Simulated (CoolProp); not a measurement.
Vapour-liquid equilibrium of acetone (1) + p-xylene (2) at 316.6 K; x and y are mole fractions of (1).

Computed with CoolProp (multi-fluid Helmholtz-energy mixture model, Lemmon 2006 and Zhou 2012; pair parameters Bell 2016).

| x | bubble pressure (bar) | y at the bubble point | dew pressure at overall composition x (bar) | liquid density (mol/L) |
|---|---|---|---|---|
| 0.05 | ? | 0.694 | 0.03324 | 8.083 |
| 0.15 | 0.2032 | ? | 0.03707 | 8.433 |
| 0.25 | 0.2790 | 0.907 | 0.04191 | ? |
| 0.35 | 0.3375 | 0.929 | 0.04819 | 9.224 |
| 0.45 | ? | 0.944 | 0.05668 | 9.674 |
| 0.55 | 0.4298 | 0.955 | 0.06879 | 10.17 |
| 0.65 | 0.4723 | 0.964 | 0.08743 | 10.71 |
| 0.75 | 0.5161 | 0.974 | 0.1198 | 11.31 |
| 0.85 | 0.5635 | 0.984 | 0.1893 | 11.99 |
| 0.95 | ? | 0.994 | ? | 12.74 |

Q: What belongs in the gaps?

A: 
- 0.05, bubble pressure (bar): 0.09916
- 0.15, y at the bubble point: 0.862
- 0.25, liquid density (mol/L): 8.812
- 0.45, bubble pressure (bar): 0.3861
- 0.95, bubble pressure (bar): 0.6161
- 0.95, dew pressure at overall composition x (bar): 0.4109

No azeotrope shows between x = 0.05 and 0.95.

The pair parameters rest on a limited set of measurements; away from them the model extrapolates. With so large a gap from Raoult's law the liquid may split in two, which this calculation doesn't test in full.
